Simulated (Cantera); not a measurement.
Charge: 1 mol SiCl4, 1.4 mol Cl2, 2.4 mol H2, equilibrated at 1102 °C and 1100000 Pa.

Cantera equilibrium calculation (NASA polynomials, part measured and part estimated; ideal gas, pure solids and liquids). Candidate condensed phases: Si; 19 gas species. The tables' values for SiCl3 are old estimates; treat these amounts as uncertain. The numbers say what is thermodynamically allowed, not how fast it happens.

Base state: HCl 0.589, H2 0.203, SiCl4 0.202, SiHCl3 0.00443, SiCl3 0.00169, SiCl2 6.46e-5, SiH2Cl2 1.44e-5 (mole fractions); condensed: gas only.

Question: What changes in the equilibrium state with this change: pressure from 1100000 Pa to 18000 Pa?

Answer: 
```json
[
 {"species": "HCl", "before": "0.589", "after": "0.600"},
 {"species": "H2", "before": "0.203", "after": "0.193"},
 {"species": "SiCl4", "before": "0.202", "after": "0.187"},
 {"species": "SiCl3", "before": "0.00169", "after": "0.0117"},
 {"species": "SiCl2", "before": "6.46e-5", "after": "0.00337"},
 {"species": "SiH2Cl2", "before": "1.44e-5", "after": "1.17e-5"},
 {"species": "SiHCl3", "before": "0.00443", "after": "0.00385"}
]
```
